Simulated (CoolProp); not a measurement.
Vapour-liquid equilibrium of R134a (1) + R142b (2) at -86.25 °C; x and y are mole fractions of (1).

Model: multi-fluid Helmholtz-energy mixture model, Tillner-Roth 1994 and Lemmon 2006; pair parameters Bell 2016, in CoolProp.

| x | bubble pressure, mixture model (kPa) | bubble pressure, Raoult's law (kPa) | y, mixture model | y, Raoult's law |
|---|---|---|---|---|
| 0.05 | 1.013 | 0.9764 | 0.142 | 0.110 |
| 0.2 | ? | 1.161 | 0.423 | 0.370 |
| 0.35 | 1.507 | 1.346 | ? | 0.558 |
| 0.5 | ? | 1.531 | 0.709 | 0.701 |
| 0.65 | 1.855 | 1.716 | ? | 0.813 |
| 0.8 | ? | 1.901 | ? | 0.904 |
| 0.95 | ? | 2.086 | ? | 0.978 |

Task: Some entries are withheld; supply them.

Result: 
- 0.2, bubble pressure, mixture model (kPa): 1.281
- 0.35, y, mixture model: 0.592
- 0.5, bubble pressure, mixture model (kPa): 1.696
- 0.65, y, mixture model: 0.800
- 0.8, bubble pressure, mixture model (kPa): 1.992
- 0.8, y, mixture model: 0.882
- 0.95, bubble pressure, mixture model (kPa): 2.111
- 0.95, y, mixture model: 0.968

The largest gap from Raoult's law is +12.0 % in bubble pressure, at x = 0.35. No azeotrope shows between x = 0.05 and 0.95.

Pair parameters are fitted to limited data, so mixtures are less certain than the pure fluids.
